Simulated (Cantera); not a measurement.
Feed: 1 mol BN, 0.14 mol N2, at 100000 Pa.

Method: chemical equilibrium by Gibbs-energy minimisation in Cantera with the NASA 1993 tables (ideal gas, pure condensed phases). Candidate condensed phases: B, BN; 5 gas species. Kinetics and transport are ignored. All values below are at 2100 K.

Base state: N2 1.00 (mole fractions); condensed: BN(s).

Problem. What changes in the equilibrium state with this change: 0.00081 mol O2 added?

Solution. 
```json
[
 {"species": "N2", "before": "1.00", "after": "0.995"},
 {"species": "B2O3", "before": "0", "after": "0.00237"},
 {"species": "B2O2", "before": "0", "after": "0.00163"},
 {"species": "BO", "before": "0", "after": "0.00108"},
 {"species": "BN(s), mol", "before": "1.00", "after": "0.999"}
]
```
Further candidate phases: B2O3.
